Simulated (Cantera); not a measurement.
An isothermal, constant-pressure homogeneous reactor starts with H2 : O2 = 0.085 : 1 (molar parts), equivalence ratio 0.043, at 1098 K and 29.3 Torr. Integrator tolerance rtol = 1e-08.

Cantera simulation using the H2/O2 subset of GRI-Mech 3.0, which has no nitrogen chemistry; the numbers are that mechanism's predictions, not measurements. Radical loss at walls, strong at low pressure, is not modelled. The temperature is held fixed by assumption; the heat of reaction is taken as removed at once.

Problem. What does this change do: temperature 1098 to 1450 K?

Solution. 
```
quantity                                             before                                      after
----------------  -----------------------------------------  -----------------------------------------
x(H2) at 2.00 s    2.30e-8 (gas-phase equilibrium 5.44e-10)    4.55e-7 (gas-phase equilibrium 4.10e-7)
x(O2) at 2.00 s         0.918 (gas-phase equilibrium 0.918)        0.918 (gas-phase equilibrium 0.918)
x(H2O) at 2.00 s      0.0815 (gas-phase equilibrium 0.0815)      0.0815 (gas-phase equilibrium 0.0815)
x(H) at 2.00 s    7.46e-10 (gas-phase equilibrium 2.94e-12)    3.61e-8 (gas-phase equilibrium 3.09e-8)
x(OH) at 2.00 s     1.24e-5 (gas-phase equilibrium 1.94e-6)  0.000155 (gas-phase equilibrium 0.000147)
```
